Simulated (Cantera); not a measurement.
Feed: 1 mol V, 3.9 mol H₂O, 1.2 mol N₂, held at 1.00 bar.

Cantera equilibrium calculation (NASA polynomials, part measured and part estimated; ideal gas, pure solids and liquids). Candidate condensed phases: H₂O, V, VN, VO, V₂O₃, V₂O₄, V₂O₅; 28 gas species. Condensed phases not in the tables: the oxides between V₂O₃ and V₂O₅ other than VO₂. Rates play no part.

x: gas mole fraction; n: condensed amount in mol.

```tsv
T (°C)	x H₂O	x H₂	x N₂	x VO₂	x H	x OH	n V₂O₃(s)	n V₂O₃(l)
1675	0.470	0.294	0.235	4.65e-5	0.000612	8.87e-5	0.500	0
1750	0.470	0.294	0.235	0.000133	0.00103	0.000172	0.500	0
1825	0.469	0.293	0.235	0.000353	0.00167	0.000317	0.499	0
1900	0.468	0.293	0.235	0.000867	0.00261	0.000559	0.498	0
1975	0.466	0.292	0.234	0.00199	0.00397	0.000949	0.495	0
2050	0.463	0.292	0.233	0.00432	0.00588	0.00155	0.489	0
2125	0.457	0.291	0.232	0.00822	0.00850	0.00245	0	0.479
2200	0.448	0.291	0.230	(withheld)	(withheld)	(withheld)	0	0.461
2275	0.435	0.291	0.226	0.0249	0.0167	0.00545	0	0.433
2350	0.415	0.291	0.222	(withheld)	(withheld)	(withheld)	0	(withheld)
2425	0.386	0.292	0.215	0.0635	0.0305	0.0103	0	0.320
```

Q: What belongs in the gaps?

A: 
- 2350, x VO₂: 0.0407
- 2350, x H: 0.0227
- 2350, x OH: 0.00767
- 2350, n V₂O₃(l): 0.388
- 2200, x VO₂: 0.0146
- 2200, x H: 0.0120
- 2200, x OH: 0.00372
